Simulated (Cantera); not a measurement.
## Equilibrium for silicon oxide and oxynitride deposition: HMDSO + CO₂ + H₂

A closed system holds: 1 mol HMDSO, 0.11 mol CO₂, 0.68 mol H₂, equilibrated at 550 °C and 1.00 Torr.

Equilibrium computed with Cantera from the NASA thermochemical tables; the gas is ideal and each condensed phase is pure. Candidate condensed phases: C, C₆H₆, C₇H₈, C₈H₁₈, H₂O, Si, SiC, SiO₂; 123 gas species. The feed counts by its element totals alone. Rates play no part.

```
Property                             Result
--------------------------------  ---------
x(H₂)                                 0.999
x(CH₄)                              0.00124
n(C(graphite))                     4.71 mol
n(SiC(s))                          1.39 mol
n(SiO₂(α-quartz))                 0.610 mol
gas amount                        9.668 mol
log10 activity of Si(s) (absent)      -4.23
```
